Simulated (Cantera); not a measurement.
An isothermal, constant-pressure homogeneous reactor starts with 69.4 % NH3, 30.6 % H2, at 2373 K and 0.0247 atm.

Computed with Cantera and the gas-phase N/H chemistry of the illustrative SiF4/NH3 mechanism in the Surface Chemkin manual (1991). Walls and surfaces, which speed up NH3 decomposition in real reactors, are not modelled.

x: mole fraction; the columns are a selection and need not sum to one.

```
t (s)       x NH3   x H2      x N2       x H       x NH2
--------  -------  -----  --------  --------  ----------
3.00e-5     0.694  0.306   2.80e-9   4.53e-5  (withheld)
7.15e-5     0.693  0.306   1.59e-7  0.000100  (withheld)
0.000170    0.692  0.306   8.12e-6  0.000228  (withheld)
0.000405    0.688  0.307  0.000267  0.000483  (withheld)
0.000965    0.677  0.314   0.00294  0.000697     0.00473
0.00230     0.649  0.334    0.0113  0.000763     0.00467
0.00548     0.588  0.377    0.0295  0.000877     0.00432
0.0130      0.470  0.461    0.0645   0.00113  (withheld)
0.0311      0.291  0.587     0.118   0.00164  (withheld)
0.0740      0.109  0.715     0.172   0.00269  (withheld)
0.176      0.0118  0.781     0.201   0.00622  (withheld)
0.420     1.84e-5  0.764     0.201    0.0345  (withheld)
1.00      3.22e-7  0.733     0.198    0.0697  (withheld)
```

### Question
What belongs in the gaps?

### Answer

- 3.00e-5, x NH2: 0.000290
- 7.15e-5, x NH2: 0.000692
- 0.000170, x NH2: 0.00162
- 0.000405, x NH2: 0.00341
- 0.0130, x NH2: 0.00366
- 0.0311, x NH2: 0.00260
- 0.0740, x NH2: 0.00131
- 0.176, x NH2: 0.000302
- 0.420, x NH2: 2.67e-6
- 1.00, x NH2: 9.86e-8
